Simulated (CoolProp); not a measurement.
Saturation properties of normal hydrogen (Tc = 33.1 K, pc = 1.296 MPa, ω = -0.219).

Values from CoolProp's reference Helmholtz-energy equation of state, Leachman 2009.

| T (K) | p (MPa) | liquid density (kg/m³) | enthalpy of vaporisation (kJ/kg) | liquid cp (kJ/(kg K)) | vapour Z | liquid viscosity (µPa s) |
|---|---|---|---|---|---|---|
| 21.3 | 0.1320 | 69.76 | 443.8 | 10.32 | 0.8874 | 12.5 |
| 22.8 | 0.1947 | 67.86 | 432.9 | 11.34 | 0.8551 | 11.1 |
| 24.4 | 0.2821 | 65.61 | 416.7 | 12.69 | [?] | 9.88 |
| 26 | 0.3940 | 63.08 | 394.8 | 14.49 | 0.7706 | [?] |
| 27.6 | 0.5338 | 60.15 | 365.5 | 17.11 | 0.7189 | 7.79 |
| 29.2 | [?] | [?] | 326.1 | 21.53 | 0.6579 | 6.85 |
| 30.7 | 0.8988 | 52.41 | 274.4 | 30.50 | 0.5872 | 5.95 |
| 32.3 | 1.145 | 45.33 | 182.5 | 75.85 | 0.4771 | 4.78 |

**Question.** Fill in the missing entries.

**Answer.** 
- 24.4, vapour Z: 0.8157
- 26, liquid viscosity (µPa s): 8.79
- 29.2, p (MPa): 0.7054
- 29.2, liquid density (kg/m³): 56.64

It boils at 20.4 K under 1 atm.

Viscosity comes from a separate model (Muzny 2013).
